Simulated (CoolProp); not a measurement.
A Linde-Hampson liquefier for ethylene: isothermal reversible compression at 320 K from 1 atm to 5 MPa, throttling to 1 atm, return gas leaving the recuperator 2 K below the feed. Each further row changes one setting.

The numbers come from the reference Helmholtz-energy equation of state, Smukala 2000 in CoolProp.

```
case                        liquid yield per pass  compression work (kJ/kg of gas)
--------------------------  ---------------------  -------------------------------
as stated                                       …                              347
high pressure 10 MPa                        0.317                              386
warm-end temperature 350 K                  0.083                                …
warm-end gap 7 K                                …                              347
```

Problem. What belongs in the gaps?

Solution. 
- as stated, liquid yield per pass: 0.117
- warm-end temperature 350 K, compression work (kJ/kg of gas): 387
- warm-end gap 7 K, liquid yield per pass: 0.106
